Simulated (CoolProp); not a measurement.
R236EA along the isobar 999 kPa: Z from the reference equation and from simpler models built on Tc = 412.4 K, pc = 3414 kPa, ω = 0.368; each cubic takes its own stable root.

Model: reference Helmholtz-energy equation of state, Rui 2013, in CoolProp.

| T (K) | phase | reference | van der Waals | Soave-Redlich-Kwong | Peng-Robinson |
|---|---|---|---|---|---|
| 261.3 | liquid | 0.04541 | 0.07633 | 0.04966 | 0.04401 |
| 271.9 | liquid | 0.04452 | 0.07481 | 0.04868 | 0.04309 |
| 282.5 | liquid | 0.04376 | 0.07355 | 0.04787 | 0.04234 |
| 293.2 | liquid | 0.04311 | 0.07254 | 0.04724 | 0.04175 |
| 303.8 | liquid | 0.04260 | 0.07184 | 0.04680 | 0.04133 |
| 314.4 | liquid | 0.04222 | 0.7977 | 0.04657 | 0.04110 |
| 325.1 | liquid | 0.04199 | 0.8171 | 0.04658 | 0.04108 |
| 335.7 | liquid | 0.04192 | 0.8334 | 0.04686 | 0.04131 |
| 346.3 | liquid | 0.04205 | 0.8476 | 0.04751 | 0.04186 |

At some of these states van der Waals gives the other phase, because its saturation line lies elsewhere.
